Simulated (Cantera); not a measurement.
A Cantera script and its output.

```python
import numpy as np
import cantera as ct

gas = ct.Solution("gri30.yaml")
gas.TPX = 1473, 37000, {'CO': 1, 'H2': 0.47, 'CH4': 0.051, 'O2': 2.7, 'N2': 10.2}
reactor = ct.IdealGasConstPressureReactor(gas, energy="on", clone=False)
net = ct.ReactorNet([reactor])
net.rtol, net.atol = 1e-08, 1e-16
show = ['CO', 'H2', 'CH4', 'H', 'HO2', 'OH']
times = np.geomspace(6e-06, 0.5, 10)

steps = ct.SolutionArray(gas, extra=["t"])
rows = []
print(f"{'t/s':>10s}{'T/K':>9s}{'P/Pa':>11s}" + "".join(f"{s:>11s}" for s in show))
for t in times:
    while net.time < t:
        t_next = net.step()
        steps.append(gas.state, t=t_next)
    rows.append([np.interp(t, steps.t, y) for y in (steps.T, steps.P, *steps(*show).X.T)])
    print(f"{t:10.3e}{rows[-1][0]:9.1f}{rows[-1][1]:11.4g}" + "".join(f"{x:11.3e}" for x in rows[-1][2:]))
rate = np.gradient(steps.T, steps.t)
print("integrator steps:", len(steps.t))
if steps.T.max() > steps.T[0] + 200:
    print(f"time of steepest temperature rise: {steps.t[rate.argmax()]:.4e} s")
gas.TPX = 1473, 37000, {'CO': 1, 'H2': 0.47, 'CH4': 0.051, 'O2': 2.7, 'N2': 10.2}
gas.equilibrate("HP")
print(f"equilibrium (HP): T = {gas.T:.1f} K  " + "  ".join(f"{s} {gas[s].X[0]:.3e}" for s in show))
```

It prints:

```
       t/s      T/K       P/Pa         CO         H2        CH4          H        HO2         OH
 6.000e-06   1473.0    3.7e+04  6.934e-02  3.259e-02  3.536e-03  7.583e-08  6.527e-08  4.961e-08
 2.113e-05   1473.0    3.7e+04  6.934e-02  3.259e-02  3.536e-03  1.311e-06  2.448e-07  9.928e-07
 7.442e-05   1501.3    3.7e+04  6.893e-02  2.214e-02  1.597e-03  4.299e-03  5.495e-05  3.117e-03
 2.621e-04   1725.3    3.7e+04  2.742e-02  2.680e-03  2.824e-18  1.327e-02  7.507e-06  7.337e-03
 9.230e-04   1983.5    3.7e+04  1.572e-02  1.816e-03  4.949e-20  4.965e-03  3.646e-06  8.536e-03
 3.250e-03   2169.6    3.7e+04  7.433e-03  7.486e-04  4.537e-21  1.025e-03  1.910e-06  6.695e-03
 1.145e-02   2246.0    3.7e+04  3.046e-03  2.962e-04  1.564e-21  2.310e-04  2.347e-06  4.529e-03
 4.031e-02   2248.3    3.7e+04  2.778e-03  2.711e-04  1.403e-21  2.009e-04  2.410e-06  4.336e-03
 1.420e-01   2243.2    3.7e+04  2.702e-03  2.646e-04  1.303e-21  1.930e-04  2.355e-06  4.242e-03
 5.000e-01   2234.9    3.7e+04  2.582e-03  2.543e-04  1.153e-21  1.807e-04  2.266e-06  4.093e-03
integrator steps: 1560
time of steepest temperature rise: 7.6405e-05 s
equilibrium (HP): T = 2232.4 K  CO 2.547e-03  H2 2.513e-04  CH4 1.749e-21  H 1.772e-04  HO2 2.240e-06  OH 4.050e-03
```

Model: GRI-Mech 3.0 (53 species, 325 reactions), integrated in Cantera.
